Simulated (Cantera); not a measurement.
What does this Cantera script print?

```python
import numpy as np
import cantera as ct

gas_names = """
    Cu CuO Cu2 H HO2 H2 H2O H2O2 O OH O2 O3
""".split()
cond_names = """
    Cu(cr) Cu(L) CuO(s) CuO2H2(s) Cu2O(s) Cu2O(L) H2O(s) H2O(L)
""".split()


# ... load() reads the species with a 1 bar reference pressure and builds the phases ...
atoms = {
    'Cu2O': {'Cu': 2, 'O': 1},
    'H2': {'H': 2},
}
top_T = {'CuO(s)': 1390}  # K; cautious upper limits of use, not melting points


# ... equilibrate(T, P, feed) seeds the gas with the atoms and calls Mixture.equilibrate('TP', solver="vcs", rtol=1e-11, max_steps=5000) ...
results = []
feed = {'Cu2O': 1, 'H2': 1700}  # mol
T = 2150  # K
P = 400000  # Pa
mix = equilibrate(T, P, feed)
results.append((T, P, feed, dict(zip(mix.species_names, mix.species_moles))))
x = sorted(zip(gas.X, gas.species_names), reverse=True)
print(f"T = {T:g} K  P = {P:g} Pa  gas = {mix.phase_moles(0):.4g} mol")
print("   x: " + "  ".join(f"{s} {v:.3e}" for v, s in x if v > 0.0001))
print("   condensed (mol): " + ("  ".join(f"{mix.phase(i).name} {mix.phase_moles(i):.4g}"
      for i in range(1, mix.n_phases) if mix.phase_moles(i) > 1e-12) or "none"))
```

It prints:

```
T = 2150 K  P = 400000 Pa  gas = 1704 mol
   x: H2 9.961e-01  H 2.105e-03  Cu 1.169e-03  H2O 5.868e-04
   condensed (mol): none
```

Cantera equilibrium calculation (NASA polynomials, part measured and part estimated; ideal gas, pure solids and liquids).
